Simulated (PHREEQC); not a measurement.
Model water analysis in mg/L, 20 °C, pH 7.04, pe -0.1: Na 72.7; K 14.1; Ca 58.5; Mg 12.1; Cl 83.9; S(6) as SO4 142; Alkalinity as HCO3 134; Li 1.22.

Valence states are taken as typed.

The numbers come from PHREEQC with the ion-association model, phreeqc.dat.

This is a speciation only: nothing precipitates in the calculation.

**Question.** Order these S species by the share of S that they hold, largest first: MgSO4, KSO4-, SO4-2, NaSO4-, CaSO4.

**Answer.** SO4-2 (87 %), CaSO4 (8.7 %), MgSO4 (3.5 %), NaSO4- (0.88 %), KSO4- (0.13 %)

**Question.** Order these Ca species by the share of Ca that they hold, largest first: CaHCO3+, Ca+2, CaSO4.

**Answer.** Ca+2 (90 %), CaSO4 (8.8 %), CaHCO3+ (1.5 %)

The pH is 7.04 and the ionic strength 0.0102 mol/kgw. Complexes and solids missing from the database can't appear.
